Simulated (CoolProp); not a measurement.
Values from CoolProp's reference Helmholtz-energy equation of state, Leachman 2009.

Give the vapour pressure (bar), enthalpy of vaporisation (kJ/kg), liquid cp (kJ/(kg K)), surface tension (mN/m) of saturated normal hydrogen at -245.55 °C.


```json
[
 {"T (°C)": "-245.55", "p (bar)": "5.34", "enthalpy of vaporisation (kJ/kg)": "365", "liquid cp (kJ/(kg K))": "17.1", "surface tension (mN/m)": "0.705"}
]
```

Surface tension comes from a separate correlation (Mulero 2012).
